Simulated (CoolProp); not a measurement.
Vapour pressure (bar) of n-nonane: the reference equation beside estimates from Tc = 321.4 °C, pc = 22.82 bar, ω = 0.443.

Model: reference Helmholtz-energy equation of state, Lemmon 2006, in CoolProp. It is a short technical equation, of lower accuracy than the large ones.

```csv
T (°C),reference,van der Waals,Redlich-Kwong,Soave-Redlich-Kwong
22.75,0.005032,0.6145,0.04831,0.004926
54.85,0.03094,1.200,…,0.03026
87.05,…,2.096,0.5169,0.1270
119.15,0.4039,3.360,…,0.4010
151.35,…,5.056,2.353,1.031
183.55,2.242,7.230,4.173,2.267
215.65,4.332,9.913,6.793,4.412
247.85,7.668,13.16,10.37,7.848
279.95,12.67,16.98,15.02,12.96
312.15,20.06,21.43,20.89,20.26
```

### Question
Fill in the missing entries.

### Answer

- 54.85, Redlich-Kwong: 0.1826
- 87.05, reference: 0.1291
- 119.15, Redlich-Kwong: 1.187
- 151.35, reference: 1.029

Absolute difference from the reference over all 10 rows, mean and median: van der Waals 1900.1 and 306.9 %, Redlich-Kwong 217.4 and 107.4 %, Soave-Redlich-Kwong 1.5 and 1.7 %.
